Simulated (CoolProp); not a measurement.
The fluid at 455.54 K and 7.18 MPa is throttled through a valve to 3.33 MPa with no heat exchange. The same conditions are run with several fluids, on thermodynamics alone (safety and materials aside).

Model: reference Helmholtz-energy equation of state of each fluid (n-perfluoropentane: Gao 2022; propyne: Polt 1992; c-C4F8 (RC318): Platzer 1990; the fluoroketone C6F12O (FK-5-1-12): McLinden 2015; CF4 (R14): Platzer 1990), in CoolProp. The equations of Platzer and Polt are older, rougher fits.

```
fluid                                temperature change (K)    final phase  final density (kg/m³)
-----------------------------------  ----------------------  -------------  ---------------------
n-perfluoropentane                                      ___  supercritical                    733
propyne                                                 ___            gas                    ___
c-C4F8 (RC318)                                          ___  supercritical                    277
the fluoroketone C6F12O (FK-5-1-12)                     ___  supercritical                    965
CF4 (R14)                                               ___            gas                    ___
```

Some entries are withheld; supply them.


- n-perfluoropentane, temperature change (K): -9.6
- propyne, temperature change (K): -31.5
- propyne, final density (kg/m³): 46.9
- c-C4F8 (RC318), temperature change (K): -23.8
- the fluoroketone C6F12O (FK-5-1-12), temperature change (K): -4.1
- CF4 (R14), temperature change (K): -6.9
- CF4 (R14), final density (kg/m³): 79.3
